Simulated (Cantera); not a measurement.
# Cu + NH₃ + H₂ (metals in furnace atmospheres)

A closed system holds: 1 mol Cu, 17 mol NH₃, 220 mol H₂, held at 1823.15 K.

Method: chemical equilibrium by Gibbs-energy minimisation in Cantera with the NASA 1993 tables (ideal gas, pure condensed phases). Candidate condensed phases: Cu; 11 gas species. The numbers say what is thermodynamically allowed, not how fast it happens.

```
P (Pa)   log p H₂  log p H  log p N₂  log p Cu  log p NH₃  n Cu(l)
-------  --------  -------  --------  --------  ---------  -------
10          -4.04    -5.38     -5.49     -6.42     -13.35        0
48          -3.34    -5.03     -4.80     -5.73     -11.97        0
230         -2.66    -4.69     -4.12     -5.05     -10.60        0
1100        -1.98    -4.35     -3.44     -4.37      -9.24        0
5500        -1.28    -4.00     -2.74     -3.67      -7.84        0
26000       -0.60    -3.66     -2.06     -3.15      -6.49    0.306
130000       0.10    -3.31     -1.36     -3.15      -5.09    0.862
620000       0.78    -2.97     -0.68     -3.15      -3.73    0.971
3000000      1.46    -2.63      0.00     -3.15      -2.36    0.994
```
log p: log10 of the partial pressure in bar; n: condensed amount in mol.

From 10.0 Pa to 55.0 mbar nothing is condensed. From 0.260 bar to 30.0 bar the condensed part is Cu(l). The main Cu-bearing gas is Cu throughout.
